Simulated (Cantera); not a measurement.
SO2 + H2 (abatement and gas-phase synthesis)

Charge: 1 mol SO2, 0.83 mol H2, equilibrated at 2548 K and 110 Pa.

Method: chemical equilibrium by Gibbs-energy minimisation in Cantera with the NASA 1993 tables (ideal gas, pure condensed phases). Candidate condensed phases: H2O, H2SO4, S; 19 gas species. Equilibrium is a limit: real reactors are often held back by kinetics, nucleation or transport.

- x(H) = 0.274
- x(SO) = 0.178
- x(SO2) = 0.150
- x(O) = 0.102
- x(H2) = 0.0861
- x(H2O) = 0.0709
- x(S) = 0.0524
- x(OH) = 0.0493
- x(O2) = 0.0344
- gas amount = 2.599 mol
- log10 activity of S(l) (absent) = -4.75
